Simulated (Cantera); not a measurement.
Input: 1 mol Pb, 0.28 mol H2, at 2.60 bar.

Method: chemical equilibrium by Gibbs-energy minimisation in Cantera with the NASA 1993 tables (ideal gas, pure condensed phases). Candidate condensed phases: Pb; 4 gas species. Kinetics and transport are ignored.

log p: log10 of the partial pressure in bar; n: condensed amount in mol.

```tsv
T (K)	log p H2	log p Pb	log p H	log p Pb2	n Pb(s)	n Pb(l)
575	0.41	<-11	<-11	<-11	1.00	0
675	0.41	-9.47	<-11	<-11	0	1.00
775	0.41	-7.60	<-11	<-11	0	1.00
875	0.41	-6.17	-10.09	<-11	0	1.00
975	0.41	-5.04	-8.73	…	0	1.000
1075	0.41	-4.12	-7.63	…	0	1.000
1175	0.41	-3.36	-6.70	…	0	1.000
1275	0.41	-2.72	-5.93	…	0	1.000
1375	0.41	-2.18	-5.26	…	0	0.999
1475	0.41	-1.72	-4.68	…	0	0.998
```

### Question
Complete the blanks.

### Answer

- 975, log p Pb2: -10.71
- 1075, log p Pb2: -9.17
- 1175, log p Pb2: -7.90
- 1275, log p Pb2: -6.84
- 1375, log p Pb2: -5.94
- 1475, log p Pb2: -5.16
